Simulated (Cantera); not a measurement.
Input: 1 mol CO2, 0.004 mol SO2, 2.3 mol N2, equilibrated at 1048.15 K and 46.0 Pa.

Equilibrium computed with Cantera from the NASA thermochemical tables; the gas is ideal and each condensed phase is pure. Candidate condensed phases: C, S; 35 gas species. Equilibrium is a limit: real reactors are often held back by kinetics, nucleation or transport.

Base state: N2 0.696, CO2 0.303, SO2 0.00121 (mole fractions); condensed: gas only.

Task: What changes in the equilibrium state with this change: 0.04 mol H2S added?

Result: 
```csv
species,before,after
N2,0.696,0.682
CO2,0.303,0.276
CO,3.28e-6,0.0209
H2O,0,0.0108
S2,<1e-9,0.00329
H2,0,0.000971
```
Gases not in the tables: S3 to S7. Further candidate phases: C6H6, C7H8, C8H18, H2O, H2SO4.

Task: What changes in the equilibrium state with this change: temperature from 1048.15 K to 2625 K?

Result: 
```
species   before     after
-------  -------  --------
N2         0.696     0.549
CO       3.28e-6     0.230
O          <1e-9     0.180
CO2        0.303    0.0105
O2       1.56e-6    0.0219
SO         <1e-9  0.000453
S          <1e-9  0.000379
NO       1.33e-7   0.00764
N          <1e-9   3.04e-5
SO2      0.00121  0.000130
```

Task: What changes in the equilibrium state with this change: temperature from 1048.15 K to 2725 K?

Result: 
```tsv
species	before	after
N2	0.696	0.541
CO	3.28e-6	0.232
O	<1e-9	0.203
CO2	0.303	0.00492
O2	1.56e-6	0.0118
S	<1e-9	0.000584
SO	<1e-9	0.000322
```
